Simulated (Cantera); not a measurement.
An adiabatic, constant-pressure homogeneous reactor starts with C₃H₈ : O₂ : N₂ = 1 : 3.57 : 25 (molar parts), at 1650 K and 1.01 bar. Integrator tolerance rtol = 1e-08.

Computed with Cantera and GRI-Mech 3.0 (53 species, 325 reactions). GRI-Mech 3.0 was tuned for natural gas; its chemistry of propane as a main component is partial and can be far from experiment.

Task: What does this change do: pressure from 1.01 bar to 5.00 bar?

Result: 
| quantity | before | after |
|---|---|---|
| time of steepest temperature rise | 40.7 µs | 13.5 µs |
| temperature at 0.700 s | 2590 K | 2638 K |
| equilibrium temperature | 2590 K | 2638 K |
| x(C₃H₈) at 0.700 s | <1e-12 (gas-phase equilibrium <1e-12) | <1e-12 (gas-phase equilibrium <1e-12) |
| x(O₂) at 0.700 s | 0.000790 (gas-phase equilibrium 0.000790) | 0.000275 (gas-phase equilibrium 0.000275) |
| x(H₂) at 0.700 s | 0.0289 (gas-phase equilibrium 0.0289) | 0.0283 (gas-phase equilibrium 0.0283) |
| x(H₂O₂) at 0.700 s | 2.16e-8 (gas-phase equilibrium 2.16e-8) | 3.22e-8 (gas-phase equilibrium 3.22e-8) |
| x(HCN) at 0.700 s | 6.35e-9 (gas-phase equilibrium 6.35e-9) | 2.90e-8 (gas-phase equilibrium 2.90e-8) |
| x(H₂O) at 0.700 s | 0.0898 (gas-phase equilibrium 0.0898) | 0.0932 (gas-phase equilibrium 0.0932) |
| x(CO₂) at 0.700 s | 0.0303 (gas-phase equilibrium 0.0303) | 0.0312 (gas-phase equilibrium 0.0312) |
